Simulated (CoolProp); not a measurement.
Saturated liquid density (kg/m³) of carbon dioxide: the reference equation beside estimates from Tc = 31.0 °C, pc = 7.377 MPa, ω = 0.224.

Values from CoolProp's reference Helmholtz-energy equation of state, Span 1996.

```
T (°C)  reference  van der Waals  Redlich-Kwong  Soave-Redlich-Kwong
------  ---------  -------------  -------------  -------------------
-39.65       1115          686.5          979.6                 1019
-34.05          ?          672.6          954.6                994.6
-28.35       1069          657.8          927.9                    ?
-22.65       1044          642.2          899.9                    ?
-16.95          ?              ?          870.2                909.4
-11.35      989.8          608.5          839.2                877.6
-5.65       959.8          589.7          805.4                842.5
0.05        927.1              ?          769.0                804.3
5.75        891.0          547.0          729.2                762.1
11.35       850.9          522.5          685.9                715.5
17.05       802.8          493.6          635.4                660.8
22.75       741.5          458.0          574.1                    ?
```

Task: Some entries are withheld; supply them.

Result: 
- -34.05, reference: 1093
- -28.35, Soave-Redlich-Kwong: 968.0
- -22.65, Soave-Redlich-Kwong: 939.7
- -16.95, reference: 1017
- -16.95, van der Waals: 625.7
- 0.05, van der Waals: 569.4
- 22.75, Soave-Redlich-Kwong: 593.9

Absolute difference from the reference over all 12 rows, mean and median: van der Waals 38.5 and 38.5 %, Redlich-Kwong 16.3 and 15.7 %, Soave-Redlich-Kwong 12.7 and 11.8 %.
